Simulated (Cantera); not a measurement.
What does this Cantera script print?

```python
import numpy as np
import cantera as ct

gas_names = [...]  # 47 gases of nasa_gas.yaml made of Cl, H, N, O, Si
cond_names = """
    H2O(s) H2O(L) NH4CL(a) NH4CL(b) Si(cr) Si(L) SiO2(Lqz) SiO2(hqz) SiO2(L) Si2N2O(s) Si3N4(a)
""".split()


# ... load() reads the species with a 1 bar reference pressure and builds the phases ...
atoms = {
    'SiCl4': {'Si': 1, 'CL': 4},
    'H2O': {'H': 2, 'O': 1},
    'N2': {'N': 2},
}
top_T = {'Si2N2O(s)': 2100, 'Si3N4(a)': 2400}  # K; cautious upper limits of use, not melting points


# ... equilibrate(T, P, feed) seeds the gas with the atoms and calls Mixture.equilibrate('TP', solver="vcs", rtol=1e-11, max_steps=5000) ...
results = []
T = 1200  # K
P = 30  # Pa
for m in [3.5, 5.9, 9.9, 17, 28, 47, 79, 130]:
    feed = {'SiCl4': 1, 'H2O': 24, 'N2': m}  # mol
    mix = equilibrate(T, P, feed)
    results.append((T, P, feed, dict(zip(mix.species_names, mix.species_moles))))
    x = sorted(zip(gas.X, gas.species_names), reverse=True)
    print(f"T = {T:g} K  P = {P:g} Pa  n(N2) = {m:g} mol  gas = {mix.phase_moles(0):.4g} mol")
    print("   x: " + "  ".join(f"{s} {v:.3e}" for v, s in x if v > 1e-06))
    print("   condensed (mol): " + ("  ".join(f"{mix.phase(i).name} {mix.phase_moles(i):.4g}"
          for i in range(1, mix.n_phases) if mix.phase_moles(i) > 1e-12) or "none"))
```

It prints:

```
T = 1200 K  P = 30 Pa  n(N2) = 3.5 mol  gas = 29.5 mol
   x: H2O 7.456e-01  HCL 1.355e-01  N2 1.186e-01  CL 1.256e-04  H2 1.135e-04  O2 2.325e-05  OH 6.370e-06
   condensed (mol): SiO2(hqz) 1
T = 1200 K  P = 30 Pa  n(N2) = 5.9 mol  gas = 31.9 mol
   x: H2O 6.895e-01  N2 1.849e-01  HCL 1.253e-01  CL 1.192e-04  H2 1.078e-04  O2 2.203e-05  OH 6.044e-06
   condensed (mol): SiO2(hqz) 1
T = 1200 K  P = 30 Pa  n(N2) = 9.9 mol  gas = 35.9 mol
   x: H2O 6.127e-01  N2 2.757e-01  HCL 1.113e-01  CL 1.101e-04  H2 9.973e-05  O2 2.031e-05  OH 5.583e-06  NO 1.138e-06
   condensed (mol): SiO2(hqz) 1
T = 1200 K  P = 30 Pa  n(N2) = 17 mol  gas = 43 mol
   x: H2O 5.115e-01  N2 3.953e-01  HCL 9.292e-02  CL 9.757e-05  H2 8.855e-05  O2 1.796e-05  OH 4.947e-06  NO 1.281e-06
   condensed (mol): SiO2(hqz) 1
T = 1200 K  P = 30 Pa  n(N2) = 28 mol  gas = 54 mol
   x: N2 5.185e-01  H2O 4.073e-01  HCL 7.399e-02  CL 8.375e-05  H2 7.618e-05  O2 1.539e-05  OH 4.247e-06  NO 1.358e-06
   condensed (mol): SiO2(hqz) 1
T = 1200 K  P = 30 Pa  n(N2) = 47 mol  gas = 73 mol
   x: N2 6.438e-01  H2O 3.013e-01  HCL 5.472e-02  CL 6.843e-05  H2 6.242e-05  O2 1.254e-05  OH 3.470e-06  NO 1.366e-06
   condensed (mol): SiO2(hqz) 1
T = 1200 K  P = 30 Pa  n(N2) = 79 mol  gas = 105 mol
   x: N2 7.524e-01  H2O 2.095e-01  HCL 3.804e-02  CL 5.364e-05  H2 4.909e-05  O2 9.801e-06  OH 2.721e-06  NO 1.305e-06
   condensed (mol): SiO2(hqz) 1
T = 1200 K  P = 30 Pa  n(N2) = 130 mol  gas = 156 mol
   x: N2 8.333e-01  H2O 1.410e-01  HCL 2.560e-02  CL 4.114e-05  H2 3.779e-05  O2 7.492e-06  OH 2.087e-06  NO 1.201e-06
   condensed (mol): SiO2(hqz) 1
```

These are equilibrium values from Cantera (NASA tables, ideal gas, pure condensed phases), not measurements of a reactor. The tables hold silica as quartz up to 1696 K and as liquid above; real silica turns to tridymite and cristobalite and melts near 1996 K.
